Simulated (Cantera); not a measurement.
An isothermal plug-flow reactor at 573 K and 100000 Pa (inlet), inlet velocity 1.3 m/s, active area per volume 100 1/m; feed H₂ : O₂ : N₂ = 0.0065 : 0.024 : 0.79 (molar parts).

Model: Deutschmann's 1995 Pt surface mechanism with GRI-Mech 3.0 gas chemistry, integrated in Cantera. Catalytic surfaces can have several steady states; this one follows from the mechanism file's or the stated starting coverage. Mass transfer to the wall is taken as infinitely fast.

x: gas mole fraction; θ: surface coverage.

```tsv
z (m)	x H₂	x O₂	x H₂O	θ free Pt	θ O*	θ OH*
0.00035	0.00591	0.0283	[?]	0.333	0.649	0.0178
0.00067	0.00477	0.0277	[?]	0.274	0.708	0.0178
0.0013	0.00343	0.0271	[?]	0.202	0.781	0.0171
0.0025	0.00222	0.0265	[?]	0.134	0.851	0.0153
0.0049	0.00129	0.0260	0.00666	0.0790	0.908	0.0126
0.0094	0.000717	0.0257	0.00723	0.0444	0.946	0.00991
0.018	0.000386	0.0256	0.00757	0.0241	0.968	0.00749
0.035	0.000201	0.0255	0.00775	0.0127	0.982	0.00550
```

What belongs in the gaps?


- 0.00035, x H₂O: 0.00202
- 0.00067, x H₂O: 0.00317
- 0.0013, x H₂O: 0.00451
- 0.0025, x H₂O: 0.00573
